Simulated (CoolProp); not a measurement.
Vapour-liquid equilibrium of dimethyl ether (1) + methanol (2) at -28.75 °C; x and y are mole fractions of (1).

Model: multi-fluid Helmholtz-energy mixture model, Wu 2011 and de Reuck 1993; pair parameters Bell 2016, in CoolProp.

```tsv
x	bubble pressure (kPa)	y at the bubble point	dew pressure at overall composition x (kPa)	liquid density (mol/L)
0.05	11.18	0.955	0.5493	25.45
0.125	24.64	0.980	0.5962	24.50
0.2	35.32	0.987	0.6519	23.60
0.275	43.62	0.990	0.7190	22.74
0.35	50.01	0.991	0.8015	21.92
0.425	54.95	0.992	0.9056	21.13
0.5	58.88	0.993	1.041	20.38
0.575	62.21	0.993	1.224	19.66
0.65	65.29	0.994	1.484	18.97
0.725	68.44	0.995	1.887	18.31
0.8	71.93	0.995	2.588	17.67
0.875	76.04	0.997	4.119	17.05
0.95	81.03	0.998	10.09	16.46
```

No azeotrope shows between x = 0.05 and 0.95.

The pair parameters rest on a limited set of measurements; away from them the model extrapolates. With so large a gap from Raoult's law the liquid may split in two, which this calculation doesn't test in full.
